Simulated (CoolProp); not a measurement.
Vapour-liquid equilibrium of R22 (1) + R142b (2) at 328.8 K; x and y are mole fractions of (1).

Model: multi-fluid Helmholtz-energy mixture model, Kamei 1995 and Lemmon 2006; pair parameters Bell 2016, in CoolProp.

Task: Give the bubble pressure and the first vapour's composition at x = 0.05, 0.25, 0.75. Is there an azeotrope?

Result: x = 0.05: 0.8478 MPa, y = 0.104; x = 0.25: 1.089 MPa, y = 0.415; x = 0.75: 1.779 MPa, y = 0.862. No azeotrope shows between x = 0.05 and 0.95.

Pair parameters are fitted to limited data, so mixtures are less certain than the pure fluids.
